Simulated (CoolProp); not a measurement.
Vapour-liquid equilibrium of propane (1) + R236EA (2) at 426 kPa; x and y are mole fractions of (1).

Values from CoolProp's multi-fluid Helmholtz-energy mixture model, Lemmon 2009 and Rui 2013; pair parameters Bell 2016.

```
x      bubble temperature, mixture model (K)  bubble temperature, Raoult's law (K)  y, mixture model  y, Raoult's law
-----  -------------------------------------  ------------------------------------  ----------------  ---------------
0.05                                   307.5                                 316.2             0.342            0.173
0.125                                  292.7                                 310.0             0.616            0.373
0.2                                    283.9                                 304.4                 …            0.522
0.275                                  278.9                                 299.4             0.791            0.634
0.35                                       …                                 294.9                 …            0.720
0.425                                  274.6                                 290.9                 …            0.786
0.5                                    273.7                                 287.2                 …            0.838
0.575                                  273.0                                 283.9             0.854            0.878
0.65                                   272.4                                 280.9             0.863            0.911
0.725                                  271.8                                 278.1             0.875            0.938
0.8                                    271.1                                 275.6             0.892            0.959
0.875                                  270.4                                 273.2             0.918            0.977
0.95                                       …                                 271.0             0.959            0.992
```

Complete the blanks.


- 0.2, y, mixture model: 0.736
- 0.35, bubble temperature, mixture model (K): 276.2
- 0.35, y, mixture model: 0.819
- 0.425, y, mixture model: 0.835
- 0.5, y, mixture model: 0.846
- 0.95, bubble temperature, mixture model (K): 269.8

The largest gap from Raoult's law is -20.5 K in bubble temperature, at x = 0.275. No azeotrope shows between x = 0.05 and 0.95.

Pair parameters are fitted to limited data, so mixtures are less certain than the pure fluids. With so large a gap from Raoult's law the liquid may split in two, which this calculation doesn't test in full.
